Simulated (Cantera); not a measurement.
What does this Cantera script print?

```python
import numpy as np
import cantera as ct

gas = ct.Solution("gri30.yaml")
gas.TPX = 500, 500000, {'CH4': 1, 'O2': 4.65, 'N2': 17.5}
inlet = ct.Reservoir(gas, clone=True)
gas.equilibrate("HP")  # start burning
reactor = ct.IdealGasConstPressureReactor(gas, energy="on", clone=False)
exhaust = ct.Reservoir(gas, clone=True)
tau = [0.081, 0.033, 0.014, 0.0057, 0.0023, 0.00096, 0.00039, 0.00016, 6.7e-05][0]
for a, b in ((inlet, reactor), (reactor, exhaust)):
    ct.MassFlowController(a, b, mdot=lambda t: reactor.mass / tau)
net = ct.ReactorNet([reactor])
show = ['CH4', 'O2', 'C2H4', 'H2', 'CO', 'HCO']

rows = []
print(f"{'tau/s':>10s}{'T/K':>9s}" + "".join(f"{s:>11s}" for s in show))
for tau in [0.081, 0.033, 0.014, 0.0057, 0.0023, 0.00096, 0.00039, 0.00016, 6.7e-05]:
    net.initial_time = 0.0
    net.advance(30 * tau)
    before = gas.X
    net.advance(40 * tau)
    drift = np.max(np.abs(gas.X - before) / (gas.X + 1e-9))
    rows.append([gas.T, *gas[show].X, drift])
    print(f"{tau:10.3e}{gas.T:9.1f}" + "".join(f"{x:11.3e}" for x in gas[show].X))
```

Result:

```
     tau/s      T/K        CH4         O2       C2H4         H2         CO        HCO
 8.100e-02   1502.2  2.901e-05  1.146e-01  1.020e-07  9.302e-06  2.725e-04  3.201e-09
 3.300e-02   1499.0  5.796e-05  1.148e-01  3.087e-07  1.949e-05  5.629e-04  7.958e-09
 1.400e-02   1492.5  1.178e-04  1.152e-01  9.029e-07  4.213e-05  1.176e-03  1.943e-08
 5.700e-03   1474.6  2.867e-04  1.164e-01  3.267e-06  1.099e-04  2.872e-03  5.166e-08
 2.300e-03    500.0  4.320e-02  2.009e-01  3.101e-18  1.992e-17  2.222e-16  6.320e-34
 9.600e-04    500.0  4.320e-02  2.009e-01  2.441e-21  1.568e-20  1.749e-19  4.677e-37
 3.900e-04    500.0  4.320e-02  2.009e-01  1.542e-22  9.905e-22  1.105e-20  3.123e-38
 1.600e-04    500.0  4.320e-02  2.009e-01  9.739e-24  6.257e-23  6.979e-22  1.974e-39
 6.700e-05    500.0  4.320e-02  2.009e-01  6.152e-25  3.952e-24  4.408e-23  1.249e-40
```

Detailed kinetics in Cantera: GRI-Mech 3.0 (53 species, 325 reactions).
